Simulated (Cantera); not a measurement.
Mixture: CH₄ : O₂ : N₂ : H₂O = 1 : 3.39 : 12.7 : 1.1 (molar parts), equivalence ratio 0.59, at 5.00 bar, adiabatic and at constant volume. Ignition delay is the time to a rise of 400 K.

Computed with Cantera and GRI-Mech 3.0 (53 species, 325 reactions).

**Question.** What does this change do: N2 12.7 to 24 parts?

**Answer.** 
```json
[
 {"quantity": "delay at 1300 K", "before": "2.36 ms", "after": "4.19 ms"},
 {"quantity": "delay at 1500 K", "before": "0.289 ms", "after": "0.490 ms"},
 {"quantity": "delay at 1700 K", "before": "51.0 µs", "after": "80.3 µs"},
 {"quantity": "delay at 1900 K", "before": "13.4 µs", "after": "20.4 µs"},
 {"quantity": "delay at 2100 K", "before": "4.82 µs", "after": "8.23 µs"},
 {"quantity": "apparent activation energy between 2000 and 2200 K", "before": "160 kJ/mol", "after": "120 kJ/mol"}
]
```

**Question.** What does this change do: O2 3.39 to 2.2 parts?

**Answer.** 
```
quantity                                                before       after
--------------------------------------------------  ----------  ----------
delay at 1300 K                                        2.36 ms     4.44 ms
delay at 1500 K                                       0.289 ms    0.518 ms
delay at 1700 K                                        51.0 µs     79.2 µs
delay at 1900 K                                        13.4 µs     18.4 µs
delay at 2100 K                                        4.82 µs     6.26 µs
apparent activation energy between 2000 and 2200 K  160 kJ/mol  170 kJ/mol
```
